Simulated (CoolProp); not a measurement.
A single-stage vapour-compression cycle with n-perfluorobutane: evaporating at 255.15 K (dew point), condensing at 304.15 K (bubble point), superheat 8 K, subcooling 0 K, compressor efficiency 0.85, no pressure losses. Each further row changes one setting.

Computed with CoolProp (reference Helmholtz-energy equation of state, Gao 2022).

```
case                              cooling COP  pressure ratio  discharge temperature (K)  refrigerating effect (kJ/kg)  volumetric capacity (kJ/m³)
--------------------------------  -----------  --------------  -------------------------  ----------------------------  ---------------------------
as stated                                2.86            6.36                      304.1                          54.4                          308
evaporating temperature 260.15 K         3.45            5.06                      304.1                          58.4                          409
condensing temperature 299.15 K          3.43            5.44                      299.2                          60.2                          341
subcooling 5 K                           3.17            6.36                      304.1                          60.2                          341
superheat 18 K                           3.09            6.36                      304.1                          62.7                          341
compressor efficiency 0.75               2.53            6.36                      304.1                          54.4                          308
```

The compression ends wet for: as stated; evaporating temperature 260.15 K; condensing temperature 299.15 K; subcooling 5 K; superheat 18 K; compressor efficiency 0.75.
